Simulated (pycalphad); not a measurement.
An equivalent pycalphad script:

```python
from pycalphad import Database, equilibrium, calculate, variables as v
import numpy as np
db = Database('COST507.tdb')
comps = ['AL', 'SI', 'VA']
phases = ['DIAMOND_A4', 'FCC_A1', 'LIQUID']
eq = equilibrium(db, comps, phases, {v.X('SI'): 0.0044, v.T: np.arange(1850, 499, -25), v.P: 101325, v.N: 1}, output=['HM', 'SM'])
```

All values are pycalphad results on the COST 507 light-alloy database (1999) (1 atm), not direct measurements. These are 1990s assessments: newer ones move some temperatures and phases. Amounts are mole fractions of atoms.

Results at three of the temperatures:

```
T = 1200.00 K, P = 101325 Pa, N = 1 mol of atoms
G = -58191 J/mol, H = 37403 J/mol, S = 79.66 J/(mol K)  (SER reference)
chemical potentials (J/mol): Al -58040, Si -92291
phase             fraction      x(Al)      x(Si)
LIQUID              1.0000     0.9956     0.0044
```

```
T = 975.00 K, P = 101325 Pa, N = 1 mol of atoms
G = -40983 J/mol, H = 30265 J/mol, S = 73.07 J/(mol K)  (SER reference)
chemical potentials (J/mol): Al -40880, Si -64257
phase             fraction      x(Al)      x(Si)
LIQUID              1.0000     0.9956     0.0044
```

```
T = 525.00 K, P = 101325 Pa, N = 1 mol of atoms
G = -16612 J/mol, H = 5879 J/mol, S = 42.84 J/(mol K)  (SER reference)
chemical potentials (J/mol): Al -16635, Si -11382
phase             fraction      x(Al)      x(Si)
FCC_A1              0.9958     0.9998   0.000227
DIAMOND_A4          0.0042   4.46e-11     1.0000
```

Changes of the phase set, refined by bisection:

| T (°C) | phases above | phases below |
|---|---|---|
| 657.7 | liquid | fcc + liquid |
| 634.4 | fcc + liquid | fcc |
| 446.6 | fcc | diamond (Si) + fcc |

FCC_A1 is fcc; DIAMOND_A4 is diamond (Si).
